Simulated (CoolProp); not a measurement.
Saturation properties of acetone (Tc = 508.1 K, pc = 46.92 bar, ω = 0.307).

The numbers come from the reference Helmholtz-energy equation of state, Lemmon 2006 in CoolProp. It is a short technical equation, of lower accuracy than the large ones.

```json
[
 {"T (K)": "245.6", "p (bar)": "0.01776", "vapour density (kg/m³)": "0.05075", "liquid cp (kJ/(kg K))": "2.043", "surface tension (mN/m)": "___"},
 {"T (K)": "258.6", "p (bar)": "___", "vapour density (kg/m³)": "0.1112", "liquid cp (kJ/(kg K))": "2.063", "surface tension (mN/m)": "27.7"},
 {"T (K)": "271.6", "p (bar)": "0.08561", "vapour density (kg/m³)": "___", "liquid cp (kJ/(kg K))": "2.085", "surface tension (mN/m)": "___"},
 {"T (K)": "284.7", "p (bar)": "___", "vapour density (kg/m³)": "0.4160", "liquid cp (kJ/(kg K))": "2.112", "surface tension (mN/m)": "24.4"},
 {"T (K)": "297.7", "p (bar)": "0.3014", "vapour density (kg/m³)": "0.7253", "liquid cp (kJ/(kg K))": "2.142", "surface tension (mN/m)": "___"},
 {"T (K)": "310.8", "p (bar)": "0.5166", "vapour density (kg/m³)": "1.203", "liquid cp (kJ/(kg K))": "2.176", "surface tension (mN/m)": "21.1"},
 {"T (K)": "323.8", "p (bar)": "0.8387", "vapour density (kg/m³)": "1.897", "liquid cp (kJ/(kg K))": "2.213", "surface tension (mN/m)": "19.5"},
 {"T (K)": "336.8", "p (bar)": "1.304", "vapour density (kg/m³)": "2.879", "liquid cp (kJ/(kg K))": "2.254", "surface tension (mN/m)": "17.9"},
 {"T (K)": "349.9", "p (bar)": "1.958", "vapour density (kg/m³)": "4.237", "liquid cp (kJ/(kg K))": "2.298", "surface tension (mN/m)": "16.4"}
]
```

Fill in the missing entries.


- 245.6, surface tension (mN/m): 29.4
- 258.6, p (bar): 0.04085
- 271.6, vapour density (kg/m³): 0.2228
- 271.6, surface tension (mN/m): 26.1
- 284.7, p (bar): 0.1666
- 297.7, surface tension (mN/m): 22.8

It boils at 329.2 K under 1 atm.

Surface tension comes from a separate correlation (Mulero 2012).
